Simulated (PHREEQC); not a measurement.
**Brine: an equilibrium model**

A solution holds 4.1 mol KCl per kg of water, at 33 °C. Closed to the air; pH follows from the charge balance.

All values are PHREEQC results (Pitzer model, pitzer.dat), not measurements.

ionic strength: 4.10 mol/kgw
activity of water: 0.866
density: 1.152 g/cm³
osmotic coefficient: 0.976

```
species  molality  activity   log γ
-------  --------  --------  ------
Cl-          4.10      2.41  -0.231
K+           4.10      2.41  -0.231
OH-       1.14e-7   8.98e-8  -0.102
H+        1.14e-7   1.75e-7   0.189
```

No solid was allowed to form. Complexes and solids missing from the database can't appear.
